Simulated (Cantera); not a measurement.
Equilibrium for carbothermic reduction: Fe2O3 + CH4 + CO

Feed: 1 mol Fe2O3, 0.43 mol CH4, 1.3 mol CO, at 1300 K and 0.130 bar.

Method: chemical equilibrium by Gibbs-energy minimisation in Cantera with the NASA 1993 tables (ideal gas, pure condensed phases). Candidate condensed phases: C, C6H6, C7H8, C8H18, Fe, Fe(CO)5, FeO, Fe(OH)2, Fe(OH)3, Fe2O3, Fe3O4, H2O; 114 gas species. The tables' stoichiometric FeO is somewhat more stable than real wüstite, so its field is too wide. FeO: taken at fixed stoichiometry. Equilibrium is a limit: real reactors are often held back by kinetics, nucleation or transport.

```json
{
  "x(CO)": "0.543",
  "x(H2)": "0.237",
  "x(CO2)": "0.125",
  "x(H2O)": "0.0955",
  "x(H)": "1.49e-6",
  "n(FeO(s))": "2.00 mol",
  "gas_amount": "2.590 mol",
  "log10 activity of Fe(γ) (absent)": "-0.09",
  "log10 activity of C(graphite) (absent)": "-2.80",
  "log10 activity of Fe(OH)2(s) (absent)": "-7.26"
}
```
